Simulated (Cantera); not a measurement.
An adiabatic, constant-pressure homogeneous reactor starts with CH4 : O2 : N2 = 1 : 1.33 : 5.01 (molar parts), at 1175 K and 10.0 bar.

Model: GRI-Mech 3.0 (53 species, 325 reactions), integrated in Cantera.

Q: Predict: time of steepest temperature rise; temperature at 0.200 s; equilibrium temperature; x(O2) at 0.200 s; x(OH) at 0.200 s; x(CO2) at 0.200 s; x(H2O2) at 0.200 s; x(H2) at 0.200 s.

A: 
```json
{
 "time_of_steepest_temperature_rise": "8.03 ms",
 "temperature at 0.200 s": "2573 K",
 "equilibrium_temperature": "2573 K",
 "x(O2) at 0.200 s": "3.75e-5 (gas-phase equilibrium 3.75e-5)",
 "x(OH) at 0.200 s": "0.00154 (gas-phase equilibrium 0.00154)",
 "x(CO2) at 0.200 s": "0.0329 (gas-phase equilibrium 0.0329)",
 "x(H2O2) at 0.200 s": "2.73e-8 (gas-phase equilibrium 2.73e-8)",
 "x(H2) at 0.200 s": "0.0749 (gas-phase equilibrium 0.0749)"
}
```
